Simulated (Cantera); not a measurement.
Feed: 1 mol Fe₂O₃, 43 mol H₂, equilibrated at 2100 K and 1.00 Torr.

Equilibrium computed with Cantera from the NASA thermochemical tables; the gas is ideal and each condensed phase is pure. Candidate condensed phases: Fe, FeO, Fe(OH)₂, Fe(OH)₃, Fe₂O₃, Fe₃O₄, H₂O; 12 gas species. Equilibrium is a limit: real reactors are often held back by kinetics, nucleation or transport.

Base state: H₂ 0.816, H 0.0771, H₂O 0.0632, Fe 0.0426, OH 0.000711, FeO 8.27e-5, O 4.79e-5 (mole fractions); condensed: gas only.

**Question.** What changes in the equilibrium state with this change: temperature from 2100 K to 973 K?

**Answer.** 
| species | before | after |
|---|---|---|
| H₂ | 0.816 | 0.930 |
| H₂O | 0.0632 | 0.0698 |
| H | 0.0771 | 2.86e-8 |
| Fe | 0.0426 | <1e-9 |
| OH | 0.000711 | <1e-9 |
| FeO | 8.27e-5 | <1e-9 |
| O | 4.79e-5 | <1e-9 |
| Fe(α), mol | 0 | 2.00 |
